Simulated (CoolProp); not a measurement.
Diethyl ether along the isobar 1.55 MPa: fugacity coefficient from the reference equation and from simpler models built on Tc = 467.9 K, pc = 3.717 MPa, ω = 0.282; each cubic takes its own stable root.

Model: reference Helmholtz-energy equation of state, Thol 2014, in CoolProp.

| T (K) | phase | reference |
|---|---|---|
| 432.7 | gas | 0.8138 |
| 442.4 | gas | 0.8284 |
| 452 | gas | 0.8414 |
| 461.7 | gas | 0.8531 |
| 471.4 | gas | 0.8637 |
| 481 | gas | 0.8732 |
| 490.7 | gas | 0.8820 |
| 500.4 | gas | 0.8900 |
| 510 | gas | 0.8973 |

### Question
How far does each simpler model (van der Waals, Redlich-Kwong) lie from the reference over these 9 states: mean and median of the absolute difference, and the worst?

### Answer
- van der Waals: mean 2.1 %, median 1.8 %, worst +4.6 % at 432.7 K and 1.55 MPa
- Redlich-Kwong: mean 0.5 %, median 0.4 %, worst +1.5 % at 432.7 K and 1.55 MPa
